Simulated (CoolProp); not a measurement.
A simple Rankine cycle with cyclohexane: condensing at 326.15 K, boiler at 0.54 MPa, turbine inlet 462 K, turbine efficiency 0.9, pump efficiency 0.6, no recuperator. Each further row changes one setting.

Values from CoolProp's reference Helmholtz-energy equation of state, Zhou 2014.

| case | thermal efficiency (%) | net work (kJ/kg) | heat in (kJ/kg) | turbine exit temperature (K) | volume ratio over the turbine |
|---|---|---|---|---|---|
| as stated | 15.7 | 94.6 | 601 | 407.1 | 12.7 |
| turbine inlet 482 K | 15.5 | 99.7 | 645 | 427.8 | 12.7 |
| condensing temperature 318.15 K | 17.0 | 105 | 617 | 401.1 | 17.0 |
| boiler pressure 0.378 MPa | 13.8 | 83.5 | 606 | 415.5 | 8.84 |
| turbine efficiency 0.8 | 14.0 | 84.0 | 601 | 412.8 | 12.9 |
